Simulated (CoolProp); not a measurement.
Values from CoolProp's reference Helmholtz-energy equation of state, Wagner 2002.

### Question
Give the vapour pressure (MPa), liquid density (kg/m³), vapour density (kg/m³), enthalpy of vaporisation (kJ/kg) of saturated water at 259.65, 303.65 °C.

### Answer
```
T (°C)  p (MPa)  liquid density (kg/m³)  vapour density (kg/m³)  enthalpy of vaporisation (kJ/kg)
------  -------  ----------------------  ----------------------  --------------------------------
259.65     4.67                     784                    23.6                              1660
303.65     9.04                     705                    49.1                              1380
```
